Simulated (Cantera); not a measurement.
What does this Cantera script print?

```python
import numpy as np
import cantera as ct

gas_names = """
    H HO2 H2 H2O H2O2 Li LiH LiO LiOH Li2 Li2O Li2O2 Li2O2H2 O OH O2 O3
""".split()
cond_names = """
    H2O(s) H2O(L) Li(cr) Li(L) LiH(s) LiH(L) LiOH(s) LiOH(L) Li2O(s) Li2O(L)
""".split()


# ... load() reads the species with a 1 bar reference pressure and builds the phases ...
atoms = {
    'LiOH': {'Li': 1, 'O': 1, 'H': 1},
    'H2': {'H': 2},
}
top_T = {}  # K; cautious upper limits of use, not melting points


# ... equilibrate(T, P, feed) seeds the gas with the atoms and calls Mixture.equilibrate('TP', solver="vcs", rtol=1e-11, max_steps=5000) ...
results = []
T = 2023.15  # K
P = 13332.2  # Pa
for m in [0.044, 0.093, 0.19, 0.41, 0.86, 1.8, 3.8]:
    feed = {'LiOH': 1, 'H2': m}  # mol
    mix = equilibrate(T, P, feed)
    results.append((T, P, feed, dict(zip(mix.species_names, mix.species_moles))))

top = {s: max(r[3][s] / sum(r[3][g] for g in gas_names) for r in results) for s in gas_names}
cols = sorted((s for s in top if top[s] > 0.0001), key=lambda s: -top[s])[:5]
seen = [c for c in cond_names if any(r[3].get(c, 0) > 1e-12 for r in results)]
print("log10 of partial pressures in bar; condensed amounts in mol")
print(f"{'n(H2)':>10s}" + "".join(f"{s[:9]:>10s}" for s in cols + seen))
for T, P, feed, n in results:
    ng = sum(n[g] for g in gas_names)
    print(f"{feed['H2']:10.4g}" + "".join(f"{np.log10(max(n[s] / ng * P / 1e5, 1e-99)):10.3f}" for s in cols)
          + "".join(f"{n.get(c, 0):10.4g}" for c in seen))
```

Output:

```
log10 of partial pressures in bar; condensed amounts in mol
     n(H2)      LiOH        H2       H2O        Li      Li2O   Li2O(L)
     0.044    -0.976    -2.756    -1.893    -2.128    -2.278  0.001047
     0.093    -1.008    -2.262    -1.834    -1.971    -2.401         0
      0.19    -1.060    -1.874    -1.790    -1.874    -2.549         0
      0.41    -1.153    -1.542    -1.770    -1.821    -2.755         0
      0.86    -1.298    -1.299    -1.792    -1.822    -3.023         0
       1.8    -1.509    -1.129    -1.861    -1.879    -3.377         0
       3.8    -1.795    -1.019    -1.980    -1.992    -3.830         0
```

Cantera equilibrium calculation (NASA polynomials, part measured and part estimated; ideal gas, pure solids and liquids).
